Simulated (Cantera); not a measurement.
A perfectly stirred reactor is fed with CH₂O : O₂ : N₂ = 0.026 : 0.0048 : 1 (molar parts), equivalence ratio 5.4, at 1.00 bar; it is held at 1523 K, and followed from long to short residence time.

Cantera simulation using GRI-Mech 3.0 (53 species, 325 reactions); the numbers are that mechanism's predictions, not measurements.

x: mole fraction; the columns are a selection and need not sum to one.

```json
[
 {"τ (s)": "1.1", "x CH₂O": "5.11e-7", "x O₂": "3.44e-6", "x C₂H₄": "<1e-12", "x HCN": "1.68e-8", "x CH₄": "2.10e-8", "x C₂H₂": "2.61e-11"},
 {"τ (s)": "0.43", "x CH₂O": "___", "x O₂": "___", "x C₂H₄": "<1e-12", "x HCN": "___", "x CH₄": "___", "x C₂H₂": "4.50e-11"},
 {"τ (s)": "0.16", "x CH₂O": "1.59e-6", "x O₂": "1.07e-5", "x C₂H₄": "<1e-12", "x HCN": "5.11e-8", "x CH₄": "4.33e-8", "x C₂H₂": "8.67e-11"},
 {"τ (s)": "0.062", "x CH₂O": "3.00e-6", "x O₂": "2.01e-5", "x C₂H₄": "1.15e-12", "x HCN": "6.54e-8", "x CH₄": "6.28e-8", "x C₂H₂": "1.66e-10"},
 {"τ (s)": "0.023", "x CH₂O": "6.28e-6", "x O₂": "4.20e-5", "x C₂H₄": "2.38e-12", "x HCN": "6.57e-8", "x CH₄": "9.69e-8", "x C₂H₂": "2.83e-10"},
 {"τ (s)": "0.0089", "x CH₂O": "1.40e-5", "x O₂": "9.25e-5", "x C₂H₄": "4.96e-12", "x HCN": "5.28e-8", "x CH₄": "1.58e-7", "x C₂H₂": "3.72e-10"},
 {"τ (s)": "0.0034", "x CH₂O": "3.51e-5", "x O₂": "0.000223", "x C₂H₄": "1.19e-11", "x HCN": "3.57e-8", "x CH₄": "2.68e-7", "x C₂H₂": "3.70e-10"},
 {"τ (s)": "0.0013", "x CH₂O": "___", "x O₂": "___", "x C₂H₄": "3.00e-11", "x HCN": "___", "x CH₄": "___", "x C₂H₂": "2.76e-10"}
]
```

**Question.** Fill in the missing entries.

**Answer.** 
- 0.43, x CH₂O: 8.72e-7
- 0.43, x O₂: 5.88e-6
- 0.43, x HCN: 3.16e-8
- 0.43, x CH₄: 2.98e-8
- 0.0013, x CH₂O: 0.000101
- 0.0013, x O₂: 0.000579
- 0.0013, x HCN: 1.95e-8
- 0.0013, x CH₄: 4.33e-7
